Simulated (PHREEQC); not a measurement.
A solution holds 0.0061 mol FeCl3, 0.00012 mol MgSO4 and 0.0005 mol HCl per kg of water, at 25 °C. Closed to the air; pH follows from the charge balance.

Equilibrium calculation in PHREEQC: ion-association model, phreeqc.dat.

No solid was allowed to form.

Task: Order these S species by the share of S that they hold, largest first: SO4-2, MgSO4, HSO4-, FeSO4+, FeHSO4+2.

Result: FeSO4+ (76 %), SO4-2 (18 %), HSO4- (3.9 %), FeHSO4+2 (1.2 %), MgSO4 (0.15 %)

The pH is 2.45 and the ionic strength 0.0307 mol/kgw. Saturation is exceeded, for instance for Hematite (slow to form), Goethite (slow to form); the values hold only as long as no solid forms.
